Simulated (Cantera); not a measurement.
Feed: 1 mol SiCl4, 2.2 mol Cl2, 0.28 mol H2, held at 1475 K and 3.00 bar.

Equilibrium computed with Cantera from the NASA thermochemical tables; the gas is ideal and each condensed phase is pure. Candidate condensed phases: Si; 19 gas species. Rates play no part.

Problem. What is the equilibrium state?

Solution. 
```json
{
  "x(Cl2)": "0.536",
  "x(SiCl4)": "0.284",
  "x(HCl)": "0.159",
  "x(Cl)": "0.0208",
  "x(SiCl3)": "4.80e-6",
  "gas_amount": "3.517 mol",
  "log10 activity of Si(s) (absent)": "-17.13"
}
```
